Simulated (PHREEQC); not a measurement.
Dissolve 0.45 mol H2SO4, 0.55 mol MgSO4 and 0.091 mol MgCl2 per kg of water at 63 °C. Closed to the air; pH follows from the charge balance.

Computed with PHREEQC (Pitzer model, pitzer.dat).

Each row changes one thing in this solution. No solid was allowed to form.

```csv
case,pH,ionic strength (mol/kgw),HSO4- (mol/kgw),SO4-2 (mol/kgw),MgOH+ (mol/kgw),SI of Hexahydrite (MgSO4:6H2O),SI of Epsomite (MgSO4:7H2O)
as made,0.69,2.52,0.654,0.346,3.84e-11,-1.42,-1.47
H2SO4 from 0.45 to 0.675 mol/kgw,0.37,2.66,0.918,0.307,2.36e-11,-1.48,-1.54
MgCl2 from 0.091 to 0.0182 mol/kgw,0.73,…,0.663,0.337,…,-1.45,-1.50
MgCl2 from 0.091 to 0.1 mol/kgw,0.68,2.54,0.652,0.347,3.86e-11,-1.41,-1.47
0.32 mol/kgw NaOH added,1.10,2.89,0.466,0.534,8.03e-11,-1.32,-1.37
diluted 100-fold with water,2.36,0.0306,0.00382,0.00618,2.27e-11,-3.47,-3.52
```

Task: Fill in the missing entries.

Result: 
- MgCl2 from 0.091 to 0.0182 mol/kgw, ionic strength (mol/kgw): 2.28
- MgCl2 from 0.091 to 0.0182 mol/kgw, MgOH+ (mol/kgw): 3.66e-11

In brines, pH and single-ion activities rest on the MacInnes convention. Away from 25 °C the constants follow the database's enthalpies or fits; those with neither stay at their 25 °C values.
